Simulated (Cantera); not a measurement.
Input (Python, Cantera) and output of one run.

```python
import numpy as np
import cantera as ct

gas_names = """
    H H2 H2S N NH NH2 NH3 N2 N2H2 N2H4 Ni NiS S SH SN S2 S8
""".split()
cond_names = """
    Ni(cr) Ni(L) NiS(b) NiS(a) NiS(L) NiS2(s) NiS2(L) Ni3S2(I) Ni3S2(II) Ni3S2(L) Ni3S4(s) S(cr1) S(cr2)
    S(L)
""".split()


# ... load() reads the species with a 1 bar reference pressure and builds the phases ...
atoms = {
    'Ni': {'Ni': 1},
    'H2S': {'H': 2, 'S': 1},
    'N2': {'N': 2},
    'NH3': {'N': 1, 'H': 3},
}
top_T = {'Ni3S4(s)': 620}  # K; cautious upper limits of use, not melting points


# ... equilibrate(T, P, feed) seeds the gas with the atoms and calls Mixture.equilibrate('TP', solver="vcs", rtol=1e-11, max_steps=5000) ...
results = []
feed = {'Ni': 1, 'H2S': 0.0071, 'N2': 11, 'NH3': 0.11}  # mol
P = 100000  # Pa
for T in [1048, 1098, 1148, 1198, 1248, 1298, 1348, 1398, 1448]:
    mix = equilibrate(T, P, feed)
    results.append((T, P, feed, dict(zip(mix.species_names, mix.species_moles))))
    x = sorted(zip(gas.X, gas.species_names), reverse=True)
    print(f"T = {T:g} K  P = {P:g} Pa  gas = {mix.phase_moles(0):.4g} mol")
    print("   x: " + "  ".join(f"{s} {v:.3e}" for v, s in x if v > 1e-06))
    print("   condensed (mol): " + ("  ".join(f"{mix.phase(i).name} {mix.phase_moles(i):.4g}"
          for i in range(1, mix.n_phases) if mix.phase_moles(i) > 1e-12) or "none"))
```

Output:

```
T = 1048 K  P = 100000 Pa  gas = 11.23 mol
   x: N2 9.847e-01  H2 1.526e-02  H2S 6.514e-05
   condensed (mol): Ni(cr) 0.9904  Ni3S2(II) 0.003184
T = 1098 K  P = 100000 Pa  gas = 11.23 mol
   x: N2 9.847e-01  H2 1.525e-02  H2S 7.935e-05
   condensed (mol): Ni(cr) 0.9907  Ni3S2(L) 0.003104
T = 1148 K  P = 100000 Pa  gas = 11.23 mol
   x: N2 9.847e-01  H2 1.524e-02  H2S 9.304e-05
   condensed (mol): Ni(cr) 0.9909  Ni3S2(L) 0.003027
T = 1198 K  P = 100000 Pa  gas = 11.23 mol
   x: N2 9.847e-01  H2 1.522e-02  H2S 1.070e-04
   condensed (mol): Ni(cr) 0.9912  Ni3S2(L) 0.002948
T = 1248 K  P = 100000 Pa  gas = 11.23 mol
   x: N2 9.847e-01  H2 1.521e-02  H2S 1.209e-04
   condensed (mol): Ni(cr) 0.9914  Ni3S2(L) 0.002867
T = 1298 K  P = 100000 Pa  gas = 11.23 mol
   x: N2 9.847e-01  H2 1.519e-02  H2S 1.347e-04
   condensed (mol): Ni(cr) 0.9916  Ni3S2(L) 0.002784
T = 1348 K  P = 100000 Pa  gas = 11.23 mol
   x: N2 9.847e-01  H2 1.518e-02  H2S 1.481e-04  S2 1.401e-06  SH 1.207e-06
   condensed (mol): Ni(cr) 0.9919  Ni3S2(L) 0.002696
T = 1398 K  P = 100000 Pa  gas = 11.23 mol
   x: N2 9.847e-01  H2 1.517e-02  H2S 1.612e-04  S2 2.963e-06  SH 2.224e-06
   condensed (mol): Ni(cr) 0.9922  Ni3S2(L) 0.002599
T = 1448 K  P = 100000 Pa  gas = 11.23 mol
   x: N2 9.847e-01  H2 1.515e-02  H2S 1.737e-04  S2 5.905e-06  SH 3.913e-06  H 1.135e-06
   condensed (mol): Ni(cr) 0.9925  Ni3S2(L) 0.002486
```

Equilibrium computed with Cantera from the NASA thermochemical tables; the gas is ideal and each condensed phase is pure. Metal and sulfide melt together well below either melting point, which pure phases cannot show. Mutual solubility and eutectic melting of coexisting phases are not modelled.
